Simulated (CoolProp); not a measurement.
o-xylene along the isobar 16.7 bar: fugacity coefficient from the reference equation and from simpler models built on Tc = 357.1 °C, pc = 37.37 bar, ω = 0.312; each cubic takes its own stable root.

Model: reference Helmholtz-energy equation of state, Zhou 2012, in CoolProp.

```tsv
T (°C)	phase	reference
236.55	liquid	0.3752
242.75	liquid	0.4105
248.85	liquid	0.4472
255.05	liquid	0.4863
261.25	liquid	0.5272
267.45	liquid	0.5700
273.65	liquid	0.6145
279.85	liquid	0.6606
286.05	liquid	0.7082
298.45	gas	0.7729
304.65	gas	0.7817
```

### Question
How far does each simpler model (van der Waals, Redlich-Kwong, Soave-Redlich-Kwong, Peng-Robinson) lie from the reference over these 11 states: mean and median of the absolute difference, and the worst?

### Answer
- van der Waals: mean 45.6 %, median 41.8 %, worst +94.5 % at 236.55 °C and 16.7 bar
- Redlich-Kwong: mean 22.1 %, median 24.6 %, worst +36.8 % at 236.55 °C and 16.7 bar
- Soave-Redlich-Kwong: mean 3.9 %, median 4.3 %, worst +4.3 % at 267.45 °C and 16.7 bar
- Peng-Robinson: mean 1.4 %, median 1.6 %, worst +1.7 % at 255.05 °C and 16.7 bar

At some of these states van der Waals, Redlich-Kwong gives the other phase, because its saturation line lies elsewhere.
